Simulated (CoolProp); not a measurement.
The fluid at 105.97 K and 0.41 MPa is throttled through a valve to 0.176 MPa with no heat exchange. The same conditions are run with several fluids, on thermodynamics alone (safety and materials aside).

The numbers come from the reference Helmholtz-energy equation of state of each fluid (fluorine: de Reuck 1990; carbon monoxide: Lemmon 2006; normal hydrogen: Leachman 2009; dry air: Lemmon 2000) in CoolProp. Blends and air are pseudo-pure fits.

```json
[
 {"fluid": "fluorine", "temperature change (K)": "(withheld)", "final density (kg/m³)": "(withheld)"},
 {"fluid": "carbon monoxide", "temperature change (K)": "(withheld)", "final density (kg/m³)": "(withheld)"},
 {"fluid": "normal hydrogen", "temperature change (K)": "(withheld)", "final density (kg/m³)": "(withheld)"},
 {"fluid": "dry air", "temperature change (K)": "(withheld)", "final density (kg/m³)": "(withheld)"}
]
```

Task: Fill in the missing entries.

Result: 
- fluorine, temperature change (K): -3.7
- fluorine, final density (kg/m³): 8.14
- carbon monoxide, temperature change (K): -4.0
- carbon monoxide, final density (kg/m³): 6.04
- normal hydrogen, temperature change (K): -0.3
- normal hydrogen, final density (kg/m³): 0.404
- dry air, temperature change (K): -3.8
- dry air, final density (kg/m³): 6.22
